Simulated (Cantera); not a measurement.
A diamond (100) surface in a fixed gas of H2 with x(CH4) = 0.02, x(H) = 0.00044, x(CH3) = 0.00065, 0.0543 atm; coverages are run to steady state.

Detailed kinetics in Cantera: the Harris–Goodwin 1993 mechanism for the reconstructed diamond (100) surface.

θ: site fractions in the mechanism's names (c6HH fully hydrogenated, c6H* and c6*H radical sites, c6** diradical, c6HM methylated).

| T (K) | growth (µm/h) | θ c6HH | θ c6H* | θ c6*H | θ c6** | θ c6HM |
|---|---|---|---|---|---|---|
| 950 | 5.78 | 0.323 | 0.00677 | 0.161 | 0.00218 | 0.389 |
| 1025 | 6.98 | 0.394 | 0.0132 | 0.252 | 0.00474 | 0.238 |
| 1100 | 4.55 | 0.472 | 0.0233 | 0.370 | 0.00893 | 0.0796 |
| 1175 | ? | 0.486 | ? | 0.434 | ? | ? |
| 1250 | ? | 0.478 | ? | 0.455 | ? | ? |
| 1325 | 1.41 | 0.475 | 0.0445 | 0.456 | 0.0168 | 0.000666 |
| 1400 | 0.653 | 0.484 | 0.0488 | 0.447 | 0.0177 | 0.000148 |

Complete the blanks.


- 1175, growth (µm/h): 2.39
- 1175, θ c6H*: 0.0323
- 1175, θ c6**: 0.0126
- 1175, θ c6HM: 0.0167
- 1250, growth (µm/h): 1.80
- 1250, θ c6H*: 0.0390
- 1250, θ c6**: 0.0151
- 1250, θ c6HM: 0.00327
